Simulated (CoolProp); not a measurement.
Vapour-liquid equilibrium of benzene (1) + n-octane (2) at 347.9 K; x and y are mole fractions of (1).

Computed with CoolProp (multi-fluid Helmholtz-energy mixture model, Thol 2012 and Beckmüller 2019; pair parameters Bell 2016).

### Question
Give the bubble pressure and the first vapour's composition at x = 0.35, 0.45, 0.85. Is there an azeotrope?

### Answer
x = 0.35: 0.4789 bar, y = 0.729; x = 0.45: 0.5473 bar, y = 0.794; x = 0.85: 0.7750 bar, y = 0.949. No azeotrope shows between x = 0.05 and 0.95.

The pair parameters rest on a limited set of measurements; away from them the model extrapolates.
